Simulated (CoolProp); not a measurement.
Vapour-liquid equilibrium of carbon dioxide (1) + R124 (2) at 244.1 K; x and y are mole fractions of (1).

The numbers come from the multi-fluid Helmholtz-energy mixture model, Span 1996 and de Vries 1995; pair parameters Bell 2016 in CoolProp.

Give the bubble pressure and the first vapour's composition at x = 0.05, 0.25, 0.75. Is there an azeotrope?

x = 0.05: 0.1177 MPa, y = 0.613; x = 0.25: 0.3734 MPa, y = 0.892; x = 0.75: 1.052 MPa, y = 0.983. No azeotrope shows between x = 0.05 and 0.95.

The pair parameters rest on a limited set of measurements; away from them the model extrapolates.
